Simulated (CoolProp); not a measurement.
The numbers come from the reference Helmholtz-energy equation of state, Thol 2018 in CoolProp.

### Question
For hydrogen chloride, give the phase and the Z, cp (kJ/(kg K)), speed of sound (m/s) at 326.7 K and 1.11 MPa; 326.7 K and 1.94 MPa; 326.7 K and 3.88 MPa.

### Answer
- 326.7 K and 1.11 MPa: gas; Z 0.950, cp 0.887, speed of sound 314
- 326.7 K and 1.94 MPa: gas; Z 0.910, cp 0.970, speed of sound 307
- 326.7 K and 3.88 MPa: gas; Z 0.808, cp 1.26, speed of sound 289
